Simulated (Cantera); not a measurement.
Gas mixture: O₂ : N₂O : N₂ = 0.75 : 0.79 : 0.56 (molar parts), at 0.278 Torr, frozen composition.

Cantera's kinetic-theory transport with the Lennard-Jones parameters of GRI-Mech 3.0, ideal gas; thermal conductivity in the multicomponent form.

One state of this run: ρ (kg/m³) = 0.000316; cp (J/kg/K) = 1023; μ (µPa s) = 26.2; λ (mW/m/K) = 37.1; Pr = 0.723; D (cm²/s) C₂H₂ = 1020; D (cm²/s) OH = 1920; D (cm²/s) H₂O = 1470. D: mixture-averaged diffusion coefficient of that species in the mixture.

Question: Which value of T (K) does it belong to?
(A) 1000
(B) 900
(C) 500
(D) 600

Answer: C, 500
